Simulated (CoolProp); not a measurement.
R1224YDZ at 298.15 K and 0.039 MPa is compressed adiabatically to 0.23 MPa with isentropic efficiency 0.9. Each further row changes one setting.

The numbers come from the reference Helmholtz-energy equation of state, Akasaka 2023 in CoolProp.

| case | work (kJ/kg) | final temperature (K) | final density (kg/m³) |
|---|---|---|---|
| as stated | 34.1 | 344.5 | 12.6 |
| efficiency 1 | 30.7 | 340.6 | 12.8 |
| efficiency 0.65 | 47.2 | 359.3 | 12.0 |
